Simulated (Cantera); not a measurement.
# Gas-phase reforming

An isothermal, constant-pressure homogeneous reactor starts with CH4 : CO2 = 1 : 0.34 (molar parts), at 1750 K and 1350 Torr.

Computed with Cantera and GRI-Mech 3.0 (53 species, 325 reactions). GRI-Mech 3.0 stops at C3 and has no aromatics, soot or wall deposition, so with more carbon than oxygen in the feed, carbon stays in small species such as C2H2 where larger ones or solid carbon would form.

| t (s) | x CH4 | x CO2 | x H | x HCO | x C2H6 |
|---|---|---|---|---|---|
| 2.00e-5 | 0.743 | 0.253 | 2.08e-6 | 1.41e-9 | 0.000362 |
| 5.80e-5 | 0.735 | 0.253 | 4.02e-6 | 1.28e-8 | 0.00191 |
| 0.000168 | 0.701 | 0.250 | 1.17e-5 | 4.49e-8 | 0.00469 |
| 0.000489 | 0.591 | 0.234 | 3.12e-5 | 4.41e-8 | 0.00367 |
| 0.00142 | 0.418 | 0.196 | 5.60e-5 | 2.41e-8 | 0.00140 |
| 0.00411 | 0.242 | 0.136 | 8.09e-5 | 1.54e-8 | 0.000447 |
| 0.0119 | 0.108 | 0.0537 | 0.000102 | 1.80e-8 | 0.000105 |
| 0.0346 | 0.0459 | 0.0123 | 0.000119 | 2.46e-8 | 2.38e-5 |
| 0.101 | 0.0323 | 0.00818 | 0.000128 | 3.02e-8 | 1.29e-5 |
| 0.292 | 0.0275 | 0.00404 | 0.000132 | 3.72e-8 | 9.49e-6 |
| 0.846 | 0.0243 | 0.000716 | 0.000135 | 4.23e-8 | 7.62e-6 |
| 2.46 | 0.0236 | 7.51e-6 | 0.000135 | 4.33e-8 | 7.28e-6 |
| 7.13 | 0.0236 | 3.05e-7 | 0.000135 | 4.33e-8 | 7.28e-6 |
| 20.7 | 0.0236 | 3.05e-7 | 0.000135 | 4.33e-8 | 7.28e-6 |
| 60.0 | 0.0236 | 3.05e-7 | 0.000135 | 4.33e-8 | 7.28e-6 |
x: mole fraction; the columns are a selection and need not sum to one.

Equilibrium at this temperature and pressure: CH4 0.0236, CO2 3.07e-7, H 0.000135, HCO 4.33e-8, C2H6 7.28e-6 (gas phase only).
